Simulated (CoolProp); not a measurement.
Values from CoolProp's reference Helmholtz-energy equation of state, Gao 2022.

**Question.** Give the vapour pressure (MPa), vapour density (kg/m³) of saturated n-perfluorohexane at 243.5, 266.6, 312.8 K.

**Answer.** 
| T (K) | p (MPa) | vapour density (kg/m³) |
|---|---|---|
| 243.5 | 0.00132 | 0.221 |
| 266.6 | 0.00598 | 0.918 |
| 312.8 | 0.0538 | 7.28 |
